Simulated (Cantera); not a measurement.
Input: 1 mol Fe₃O₄, 0.79 mol C, a varied amount of H₂, at 10.0 Torr.

Equilibrium computed with Cantera from the NASA thermochemical tables; the gas is ideal and each condensed phase is pure. Candidate condensed phases: C, C₆H₆, C₇H₈, C₈H₁₈, Fe, Fe(CO)₅, FeO, Fe(OH)₂, Fe(OH)₃, Fe₂O₃, Fe₃O₄, H₂O; 114 gas species. Each liquid is taken as pure. Mutual solubility and eutectic melting of coexisting phases are not modelled. The tables' stoichiometric FeO is somewhat more stable than real wüstite, so its field is too wide. FeO: taken at fixed stoichiometry. Rates play no part.

Stable condensed phases, one row left out:

```
T in K \ n(H₂) in mol
           1   2 2.9 3.9 4.8 5.8 6.7 7.7 8.6
   2423    A   A   A   A   B   B   B   B   B
   2373    A   A   A   A   A   B   B   B   B
   2323    A   A   A   A   A   A   B   B   B
   2273    A   A   A   A   A   A   A   B   B
   2223    A   A   A   A   A   A   A   A   A
   2173    A   A   C   C   C   C   C   C   C
   2073    C   C   C   C   C   C   C   C   C
   2023    C   C   C   C   C   C   C   C   C
   1973    C   C   C   C   C   C   C   C   C
   1923    C   C   C   C   C   C   C   C   C
   1873    C   C   C   C   C   C   C   C   C
   1823    C   C   C   C   C   C   C   C   C
   1773    C   C   C   C   C   C   C   C   C
```

A: FeO; B: gas only; C: Fe + FeO.

Problem. Give the row for 2123 K.

Solution. 1: FeO; 2: Fe + FeO; 2.9: Fe + FeO; 3.9: Fe + FeO; 4.8: Fe + FeO; 5.8: Fe + FeO; 6.7: Fe + FeO; 7.7: Fe + FeO; 8.6: Fe + FeO.
